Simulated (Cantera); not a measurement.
Thermodynamics of tantalum, niobium, vanadium and zirconium in process gases, feed Zr + NH₃ + N₂

Charge: 1 mol Zr, 0.11 mol NH₃, 36 mol N₂, equilibrated at 0.120 Pa.

Cantera equilibrium calculation (NASA polynomials, part measured and part estimated; ideal gas, pure solids and liquids). Candidate condensed phases: Zr, ZrN; 11 gas species. ZrN: taken at fixed stoichiometry. Equilibrium is a limit: real reactors are often held back by kinetics, nucleation or transport.

| T (K) | x N₂ | x Zr | x H | x N | x H₂ | n ZrN(s) |
|---|---|---|---|---|---|---|
| 2198 | 0.985 | 0.00592 | 0.00911 | 1.10e-5 | 3.21e-6 | 0.786 |
| 2248 | 0.972 | 0.0191 | 0.00893 | 1.97e-5 | 1.77e-6 | 0.295 |
| 2298 | 0.964 | 0.0267 | 0.00882 | 3.43e-5 | 1.02e-6 | 0 |
| 2348 | 0.964 | 0.0267 | 0.00883 | 5.86e-5 | 6.13e-7 | 0 |
| 2398 | 0.964 | 0.0267 | 0.00883 | 9.79e-5 | 3.77e-7 | 0 |
| 2448 | 0.964 | 0.0267 | 0.00883 | 0.000160 | 2.36e-7 | 0 |
| 2498 | 0.964 | 0.0267 | 0.00883 | 0.000257 | 1.50e-7 | 0 |
| 2548 | 0.964 | 0.0267 | 0.00883 | 0.000405 | 9.77e-8 | 0 |
| 2598 | 0.964 | 0.0267 | 0.00882 | 0.000628 | 6.45e-8 | 0 |
x: gas mole fraction; n: condensed amount in mol.

From 2198 K to 2248 K the condensed part is ZrN(s). From 2298 K to 2598 K nothing is condensed. The main Zr-bearing gas is Zr throughout.
